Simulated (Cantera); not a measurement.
A closed system holds: 1 mol Fe(CO)5, 7.7 mol H2, at 973 K and 2.10 bar.

Cantera equilibrium calculation (NASA polynomials, part measured and part estimated; ideal gas, pure solids and liquids). Candidate condensed phases: C, C6H6, C7H8, C8H18, Fe, Fe(CO)5, FeO, Fe(OH)2, Fe(OH)3, Fe2O3, Fe3O4, H2O; 114 gas species. The tables' stoichiometric FeO is somewhat more stable than real wüstite, so its field is too wide. FeO: taken at fixed stoichiometry. The numbers say what is thermodynamically allowed, not how fast it happens.

Base state: H2 0.549, CO 0.177, H2O 0.127, CH4 0.0813, CO2 0.0659 (mole fractions); condensed: C(graphite) + FeO(s).

Problem. What changes in the equilibrium state with this change: H2 from 7.7 to 1.5 mol?

Solution. 
| species | before | after |
|---|---|---|
| CO | 0.177 | 0.360 |
| CO2 | 0.0659 | 0.273 |
| H2 | 0.549 | 0.239 |
| CH4 | 0.0813 | 0.0154 |
| H2O | 0.127 | 0.112 |
| C(graphite), mol | 2.02 | 2.45 |
| FeO(s), mol | 1.00 | 1.00 |

Problem. What changes in the equilibrium state with this change: H2 from 7.7 to 0.17 mol?

Solution. 
```
species           before     after
----------------  ------  --------
CO                 0.177     0.471
CO2               0.0659     0.468
H2                 0.549    0.0372
CH4               0.0813  0.000373
H2O                0.127    0.0229
C(graphite), mol    2.02      2.37
FeO(s), mol         1.00      1.00
```

Problem. What changes in the equilibrium state with this change: H2 from 7.7 to 0.048 mol?

Solution. 
```csv
species,before,after
CO2,0.0659,0.497
CO,0.177,0.486
H2,0.549,0.0109
CH4,0.0813,3.19e-5
H2O,0.127,0.00689
"C(graphite), mol",2.02,2.36
"FeO(s), mol",1.00,1.00
```
